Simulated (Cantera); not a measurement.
What does this Cantera script print?

```python
import numpy as np
import cantera as ct

gas_names = """
    B BH BH2 BH3 BO BO2 B2 B2O B2O2 B2O3 B3O3H3 H HBO HBO2 HO2 H2 H2O H2O2 H3B3O6 O OH O2 O3
""".split()
cond_names = """
    B(b) B(L) B2O3(L) B3O3H3(cr) H2O(s) H2O(L)
""".split()


# ... load() reads the species with a 1 bar reference pressure and builds the phases ...
atoms = {
    'B2O3': {'B': 2, 'O': 3},
    'H2O': {'H': 2, 'O': 1},
}
top_T = {}  # K; cautious upper limits of use, not melting points


# ... equilibrate(T, P, feed) seeds the gas with the atoms and calls Mixture.equilibrate('TP', solver="vcs", rtol=1e-11, max_steps=5000) ...
results = []
feed = {'B2O3': 1, 'H2O': 0.46}  # mol
T = 1498  # K
P = 10000  # Pa
mix = equilibrate(T, P, feed)
results.append((T, P, feed, dict(zip(mix.species_names, mix.species_moles))))
x = sorted(zip(gas.X, gas.species_names), reverse=True)
print(f"T = {T:g} K  P = {P:g} Pa  gas = {mix.phase_moles(0):.4g} mol")
print("   x: " + "  ".join(f"{s} {v:.3e}" for v, s in x if v > 1e-05))
print("   condensed (mol): " + ("  ".join(f"{mix.phase(i).name} {mix.phase_moles(i):.4g}"
      for i in range(1, mix.n_phases) if mix.phase_moles(i) > 1e-12) or "none"))
```

Output:

```
T = 1498 K  P = 10000 Pa  gas = 0.4772 mol
   x: H2O 9.253e-01  HBO2 7.247e-02  H3B3O6 1.310e-03  H2 4.006e-04  B2O3 2.082e-04  O2 1.810e-04  OH 7.125e-05
   condensed (mol): B2O3(L) 0.9817
```

Equilibrium computed with Cantera from the NASA thermochemical tables; the gas is ideal and each condensed phase is pure. Gases not in the tables: H3BO3.
